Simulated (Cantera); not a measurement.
Input: 1 mol V, 0.55 mol H₂O.

Method: chemical equilibrium by Gibbs-energy minimisation in Cantera with the NASA 1993 tables (ideal gas, pure condensed phases). Candidate condensed phases: H₂O, V, VO, V₂O₃, V₂O₄, V₂O₅; 12 gas species. Each liquid is taken as pure. Mutual solubility and eutectic melting of coexisting phases are not modelled. VO: taken at fixed stoichiometry. Condensed phases not in the tables: N, O or C dissolved in the metal. The numbers say what is thermodynamically allowed, not how fast it happens.

**Question.** What condenses at these points (T in K, P in Pa): (2150, 130000); (2100, 130000); (2300, 0.75); (2450, 1000000); (2000, 2400); (2000, 0.75)?

**Answer.** 
| T (K) | P in Pa | condensed phases | V condensed (%) |
|---|---|---|---|
| 2150 | 130000 | V + VO | 100.0 |
| 2100 | 130000 | V + VO | 100.0 |
| 2300 | 0.75 | gas only | 0.0 |
| 2450 | 1000000 | V + VO | 100.0 |
| 2000 | 2400 | V + VO | 100.0 |
| 2000 | 0.75 | VO | 1.6 |
